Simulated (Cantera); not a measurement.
Adiabatic ignition

An adiabatic, constant-volume homogeneous reactor starts with 21.5 % CO, 12.0 % H₂, 14.0 % O₂, 52.5 % N₂, at 1250 K and 10.0 bar.

Model: GRI-Mech 3.0 (53 species, 325 reactions), integrated in Cantera. The hydrogen kinetics of GRI-Mech 3.0 are dated; newer H2 mechanisms differ, most at raised pressure. Above 3000 K some thermodynamic fits are extrapolated.

```json
[
 {"t (s)": "1.00e-6", "T (K)": "1250", "P (bar)": "10.0", "x CO": "0.215", "x H₂": "0.120", "x O₂": "0.140", "x O": "2.41e-8", "x NO": "<1e-12"},
 {"t (s)": "4.59e-6", "T (K)": "1250", "P (bar)": "10.0", "x CO": "0.215", "x H₂": "0.120", "x O₂": "0.140", "x O": "9.84e-7", "x NO": "<1e-12"},
 {"t (s)": "2.10e-5", "T (K)": "3123", "P (bar)": "22.3", "x CO": "0.105", "x H₂": "0.0113", "x O₂": "0.0195", "x O": "0.00504", "x NO": "0.00323"},
 {"t (s)": "9.65e-5", "T (K)": "3102", "P (bar)": "22.2", "x CO": "0.106", "x H₂": "0.0117", "x O₂": "0.0164", "x O": "0.00435", "x NO": "0.0121"},
 {"t (s)": "0.000443", "T (K)": "3100", "P (bar)": "22.2", "x CO": "0.106", "x H₂": "0.0117", "x O₂": "0.0162", "x O": "0.00429", "x NO": "0.0128"},
 {"t (s)": "0.00203", "T (K)": "3100", "P (bar)": "22.2", "x CO": "0.106", "x H₂": "0.0117", "x O₂": "0.0162", "x O": "0.00429", "x NO": "0.0128"},
 {"t (s)": "0.00932", "T (K)": "3100", "P (bar)": "22.2", "x CO": "0.106", "x H₂": "0.0117", "x O₂": "0.0162", "x O": "0.00429", "x NO": "0.0128"},
 {"t (s)": "0.0428", "T (K)": "3100", "P (bar)": "22.2", "x CO": "0.106", "x H₂": "0.0117", "x O₂": "0.0162", "x O": "0.00429", "x NO": "0.0128"},
 {"t (s)": "0.196", "T (K)": "3100", "P (bar)": "22.2", "x CO": "0.106", "x H₂": "0.0117", "x O₂": "0.0162", "x O": "0.00429", "x NO": "0.0128"},
 {"t (s)": "0.900", "T (K)": "3100", "P (bar)": "22.2", "x CO": "0.106", "x H₂": "0.0117", "x O₂": "0.0162", "x O": "0.00429", "x NO": "0.0128"}
]
```
x: mole fraction; the columns are a selection and need not sum to one.

The time of steepest temperature rise is 10.7 µs. The temperature at 0.900 s comes out as 3100 K, the equilibrium temperature comes out as 3100 K and the x(CO) at 0.900 s comes out as 0.106 (gas-phase equilibrium 0.106). The x(H₂) at 0.900 s comes out as 0.0117 (gas-phase equilibrium 0.0117) and the x(O₂) at 0.900 s comes out as 0.0162 (gas-phase equilibrium 0.0162).
